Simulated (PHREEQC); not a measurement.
## Hard or scaling water

Dissolve 0.0006 mol SrCl2, 4.75e-05 mol CO2 and 3.85e-05 mol NaCl per kg of water at 85 °C. Closed to the air; pH follows from the charge balance.

Equilibrium calculation in PHREEQC: ion-association model, wateq4f.dat.

```
Property                  Value
--------------  ---------------
pH                         5.35
ionic strength  0.00184 mol/kgw
```

```csv
species,molality,activity,log γ
Cl-,0.00124,0.00117,-0.024
Sr+2,0.000600,0.000485,-0.092
CO2,4.28e-5,4.28e-5,0.000
Na+,3.85e-5,3.65e-5,-0.023
H+,4.74e-6,4.50e-6,-0.022
HCO3-,4.41e-6,4.18e-6,-0.023
SrHCO3+,2.55e-7,2.42e-7,-0.023
OH-,7.10e-8,6.72e-8,-0.024
```

No solid was allowed to form. Away from 25 °C the constants follow the database's enthalpies or fits; those with neither stay at their 25 °C values.
